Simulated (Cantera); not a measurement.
A Cantera script and what it prints.

```python
import numpy as np
import cantera as ct

gas_names = """
    CL CL2 H HCL H2 N NH NH2 NH3 N2 N2H2 N2H4 Sr SrCL SrCL2
""".split()
cond_names = """
    NH4CL(a) NH4CL(b) Sr(a) Sr(b) Sr(L) SrCL2(a) SrCL2(b) SrCL2(L)
""".split()


def load(file, names, dense=False):
    # The tables refer to 1 bar. Condensed volumes are neglected.
    table = {s.name: s for s in ct.Species.list_from_file(file)}
    out = []
    for n in names:
        d = dict(table[n].input_data)
        d["thermo"] = dict(d["thermo"], **{"reference-pressure": 1e5})
        if dense:
            d["equation-of-state"] = {"model": "constant-volume", "density": "1e6 g/cm^3"}
        out.append(ct.Species.from_dict(d))
    return out


gas = ct.Solution(thermo="ideal-gas", species=load("nasa_gas.yaml", gas_names))
cond = {s.name: ct.Solution(thermo="fixed-stoichiometry", species=[s], name=s.name)
        for s in load("nasa_condensed.yaml", cond_names, dense=True)}
atoms = {
    'SrCl2': {'Sr': 1, 'CL': 2},
    'H2': {'H': 2},
    'N2': {'N': 2},
}
top_T = {}  # K; cautious upper limits of use, not melting points


def equilibrate(T, P, feed):
    n = {}
    for name, mol in feed.items():
        for a, k in atoms[name].items():
            n[a] = n.get(a, 0.0) + k * mol
    gas.TPX = T, P, n
    mass = sum(n.values()) * gas.mean_molecular_weight
    gas.equilibrate("TP")
    valid = [c for c in cond.values() if c.min_temp <= T <= top_T.get(c.name, c.max_temp)]
    mix = ct.Mixture([(gas, mass / gas.mean_molecular_weight)] + [(c, 0.0) for c in valid])
    mix.T, mix.P = T, P
    mix.equilibrate("TP", solver="vcs", rtol=1e-11, max_steps=5000)
    return mix


results = []
feed = {'SrCl2': 1, 'H2': 1, 'N2': 0.91}  # mol
P = 74  # Pa
for T in [673, 723, 773, 823, 873, 923, 973, 1023, 1073, 1123, 1173, 1223]:
    mix = equilibrate(T, P, feed)
    results.append((T, P, feed, dict(zip(mix.species_names, mix.species_moles))))

top = {s: max(r[3][s] / sum(r[3][g] for g in gas_names) for r in results) for s in gas_names}
cols = sorted((s for s in top if top[s] > 1e-06), key=lambda s: -top[s])[:6]
seen = [c for c in cond_names if any(r[3].get(c, 0) > 1e-12 for r in results)]
print("log10 of partial pressures in bar; condensed amounts in mol")
print(f"{'T/K':>10s}" + "".join(f"{s[:9]:>10s}" for s in cols + seen))
for T, P, feed, n in results:
    ng = sum(n[g] for g in gas_names)
    print(f"{T:10.4g}" + "".join(f"{np.log10(max(n[s] / ng * P / 1e5, 1e-99)):10.3f}" for s in cols)
          + "".join(f"{n.get(c, 0):10.4g}" for c in seen))
```

Output:

```
log10 of partial pressures in bar; condensed amounts in mol
       T/K        H2        N2     SrCL2       HCL      SrCL         H  SrCL2(a)  SrCL2(b)  SrCL2(L)
       673    -3.412    -3.453   -17.373   -13.037   -23.061   -15.963         1         0         0
       723    -3.412    -3.453   -15.516   -13.050   -19.822   -14.780         1         0         0
       773    -3.412    -3.453   -13.906   -13.083   -16.989   -13.748         1         0         0
       823    -3.412    -3.453   -12.498   -13.217   -14.402   -12.840         1         0         0
       873    -3.412    -3.453   -11.258   -12.255   -13.199   -12.036         1         0         0
       923    -3.412    -3.453   -10.158   -11.393   -12.138   -11.317         1         0         0
       973    -3.412    -3.453    -9.177   -10.615   -11.196   -10.672         1         0         0
      1023    -3.412    -3.453    -8.305    -9.913   -10.361   -10.089         0         1         0
      1073    -3.412    -3.453    -7.529    -9.276    -9.620    -9.560         0    0.9999         0
      1123    -3.412    -3.453    -6.830    -8.692    -8.955    -9.077         0    0.9996         0
      1173    -3.412    -3.453    -6.213    -8.162    -8.366    -8.635         0         0    0.9984
      1223    -3.413    -3.454    -5.665    -7.680    -7.840    -8.228         0         0    0.9944
```

These are equilibrium values from Cantera (NASA tables, ideal gas, pure condensed phases), not measurements of a reactor.
